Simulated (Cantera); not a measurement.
**Adiabatic ignition**

An adiabatic, constant-pressure homogeneous reactor starts with 1.38 % CH4, 0.221 % C2H6, 9.84 % O2, 88.6 % N2, equivalence ratio 0.36, at 1150 K and 8.88 atm.

Detailed kinetics in Cantera: GRI-Mech 3.0 (53 species, 325 reactions).

```
t (s)     T (K)   x CH4   x C2H6    x O2       x O       x H    x CH2O
--------  -----  ------  -------  ------  --------  --------  --------
2.00e-6    1150  0.0138  0.00221  0.0984  1.09e-12  1.03e-12  1.18e-11
6.02e-6    1150  0.0138  0.00221  0.0984  3.16e-12  2.03e-12  1.07e-10
1.81e-5    1150  0.0138  0.00221  0.0984  9.24e-12  5.08e-12  9.62e-10
5.45e-5    1150  0.0138  0.00221  0.0984  2.67e-11  1.46e-11   8.47e-9
0.000164   1150  0.0138  0.00221  0.0984  7.55e-11  5.09e-11   7.22e-8
0.000494   1150  0.0138  0.00221  0.0984  2.53e-10  2.81e-10   6.55e-7
0.00149    1150  0.0138  0.00220  0.0984   3.80e-9   6.42e-9   1.60e-5
0.00447    1551  <1e-12   <1e-12  0.0630   1.24e-5   4.88e-7    <1e-12
0.0135     1555  <1e-12   <1e-12  0.0629   7.02e-7   4.70e-9    <1e-12
0.0405     1555  <1e-12   <1e-12  0.0629   6.98e-7   4.66e-9    <1e-12
0.122      1555  <1e-12   <1e-12  0.0629   6.98e-7   4.66e-9    <1e-12
0.367      1555  <1e-12   <1e-12  0.0629   6.98e-7   4.66e-9    <1e-12
1.10       1555  <1e-12   <1e-12  0.0629   6.98e-7   4.66e-9    <1e-12
3.32       1555  <1e-12   <1e-12  0.0629   6.98e-7   4.66e-9    <1e-12
10.0       1555  <1e-12   <1e-12  0.0629   6.98e-7   4.66e-9    <1e-12
```
x: mole fraction; the columns are a selection and need not sum to one.

* **time of steepest temperature rise**: 3.74 ms
* **temperature at 10.0 s**: 1555 K
* **equilibrium temperature**: 1552 K
* **x(CH4) at 10.0 s**: <1e-12 (gas-phase equilibrium <1e-12)
* **x(C2H6) at 10.0 s**: <1e-12 (gas-phase equilibrium <1e-12)
* **x(O2) at 10.0 s**: 0.0629 (gas-phase equilibrium 0.0624)
